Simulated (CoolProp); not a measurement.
A single-stage vapour-compression cycle with hydrogen chloride: evaporating at 203.15 K (dew point), condensing at 271.15 K (bubble point), superheat 2 K, subcooling 0 K, compressor efficiency 0.8, no pressure losses. Each further row changes one setting.

Model: reference Helmholtz-energy equation of state, Thol 2018, in CoolProp.

| case | cooling COP | pressure ratio | discharge temperature (K) | refrigerating effect (kJ/kg) | volumetric capacity (kJ/m³) |
|---|---|---|---|---|---|
| as stated | 1.60 | 11.1 | 451.4 | 307 | 1530 |
| evaporating temperature 208.15 K | 1.83 | 8.79 | 428.3 | 310 | 1910 |
| condensing temperature 266.15 K | 1.79 | 9.70 | 432.4 | 317 | 1580 |
| subcooling 5 K | 1.66 | 11.1 | 451.4 | 317 | 1580 |
| superheat 12 K | 1.56 | 11.1 | 475.1 | 316 | 1490 |
| compressor efficiency 0.7 | 1.40 | 11.1 | 483.6 | 307 | 1530 |
